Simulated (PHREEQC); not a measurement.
Make-up at 20 °C: 16 mmol/kgw KCl, 17.2 mmol/kgw ZnBr2 and 0.039 mmol/kgw Al(NO3)3. Closed to the air; pH follows from the charge balance.

The numbers come from PHREEQC with the ion-association model, phreeqc.dat.

```json
{
 "pH": "4.94",
 "ionic_strength": "0.0672 mol/kgw",
 "specific_conductance": "4980 µS/cm",
 "density": "1.002 g/cm³"
}
```

```csv
species,molality,activity,log γ
Br-,0.0343,0.0270,-0.104
Zn+2,0.0169,0.00724,-0.368
K+,0.0160,0.0127,-0.100
Cl-,0.0158,0.0125,-0.099
ZnCl+,0.000244,0.000195,-0.098
NO3-,0.000117,9.20e-5,-0.104
ZnBr+,6.38e-5,5.14e-5,-0.094
Al+3,2.83e-5,6.07e-6,-0.669
H+,1.36e-5,1.15e-5,-0.074
AlOH+2,8.65e-6,3.78e-6,-0.359
ZnCl2,2.47e-6,2.51e-6,0.007
Al(OH)2+,2.03e-6,1.65e-6,-0.090
ZnOH+,5.84e-7,4.70e-7,-0.094
ZnBr2,5.44e-7,5.52e-7,0.007
ZnOHCl,2.58e-7,2.62e-7,0.007
```

No solid was allowed to form. Examples of supersaturated solids here: Gibbsite (slow to form). Others may be too. Species that the database lacks are ignored.
